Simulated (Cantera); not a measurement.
**Diamond growth**

A diamond (100) surface in a fixed gas of H2 with x(CH4) = 0.014, x(CH3) = 0.00016, at 1275 K, 1900 Pa; coverages are run to steady state.

Detailed kinetics in Cantera: the Harris–Goodwin 1993 mechanism for the reconstructed diamond (100) surface.

```json
[
 {"x(H)": "0.0001", "growth (µm/h)": "0.0135", "θ c6HH": "0.648", "θ c6H*": "0.0286", "θ c6*H": "0.319", "θ c6**": "0.00437", "θ c6HM": "9.47e-5"},
 {"x(H)": "0.0002", "growth (µm/h)": "0.0438", "θ c6HH": "0.555", "θ c6H*": "0.0358", "θ c6*H": "0.399", "θ c6**": "0.00930", "θ c6HM": "0.000125"},
 {"x(H)": "0.00038", "growth (µm/h)": "0.100", "θ c6HH": "0.490", "θ c6H*": "0.0405", "θ c6*H": "0.451", "θ c6**": "0.0159", "θ c6HM": "0.000154"},
 {"x(H)": "0.00075", "growth (µm/h)": "0.186", "θ c6HH": "0.446", "θ c6H*": "0.0435", "θ c6*H": "0.485", "θ c6**": "0.0238", "θ c6HM": "0.000184"},
 {"x(H)": "0.0015", "growth (µm/h)": "0.286", "θ c6HH": "0.419", "θ c6H*": "0.0451", "θ c6*H": "0.503", "θ c6**": "0.0310", "θ c6HM": "0.000210"},
 {"x(H)": "0.0029", "growth (µm/h)": "0.384", "θ c6HH": "0.405", "θ c6H*": "0.0459", "θ c6*H": "0.512", "θ c6**": "0.0361", "θ c6HM": "0.000225"},
 {"x(H)": "0.0056", "growth (µm/h)": "0.496", "θ c6HH": "0.398", "θ c6H*": "0.0463", "θ c6*H": "0.516", "θ c6**": "0.0394", "θ c6HM": "0.000232"},
 {"x(H)": "0.011", "growth (µm/h)": "0.656", "θ c6HH": "0.393", "θ c6H*": "0.0465", "θ c6*H": "0.518", "θ c6**": "0.0413", "θ c6HM": "0.000230"},
 {"x(H)": "0.022", "growth (µm/h)": "0.919", "θ c6HH": "0.391", "θ c6H*": "0.0467", "θ c6*H": "0.519", "θ c6**": "0.0424", "θ c6HM": "0.000216"}
]
```
θ: site fractions in the mechanism's names (c6HH fully hydrogenated, c6H* and c6*H radical sites, c6** diradical, c6HM methylated).
